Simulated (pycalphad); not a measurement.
Computed with pycalphad from the COST 507 light-alloy database (1999), at 1 atm. These are 1990s assessments: newer ones move some temperatures and phases. Kinetics are ignored, which matters at the lower temperatures.

Problem. How does the equilibrium phase assembly of Ti-3.28C (at.%) change on cooling from 2850 K to 530 K?

Solution. 
```
T (K)        phases above     phases below
--------  ---------------  ---------------
1940.2             LIQUID  FCC_A1 + LIQUID
1924 ± 1  FCC_A1 + LIQUID  BCC_A2 + FCC_A1
1190.0    BCC_A2 + FCC_A1  FCC_A1 + HCP_A3
```
Changes were sought between steps of 40 K, so a narrower field can be missed.

FCC_A1 is fcc; BCC_A2 is bcc; HCP_A3 is hcp. The fcc model also describes the rock-salt carbide or nitride (TiC, TiN, HfC).
